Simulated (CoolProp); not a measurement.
Carbon monoxide at 298.15 K and 0.561 MPa is throttled through a valve to 0.218 MPa with no heat exchange. Each further row changes one setting.

The numbers come from the reference Helmholtz-energy equation of state, Lemmon 2006 in CoolProp. It is a short technical equation, of lower accuracy than the large ones.

```json
[
 {"case": "as stated", "temperature change (K)": "-0.9", "final density (kg/m³)": "(withheld)"},
 {"case": "outlet pressure 0.0654 MPa", "temperature change (K)": "(withheld)", "final density (kg/m³)": "0.742"},
 {"case": "outlet pressure 0.283 MPa", "temperature change (K)": "(withheld)", "final density (kg/m³)": "3.21"}
]
```

### Question
What belongs in the gaps?

### Answer

- as stated, final density (kg/m³): 2.47
- outlet pressure 0.0654 MPa, temperature change (K): -1.3
- outlet pressure 0.283 MPa, temperature change (K): -0.7
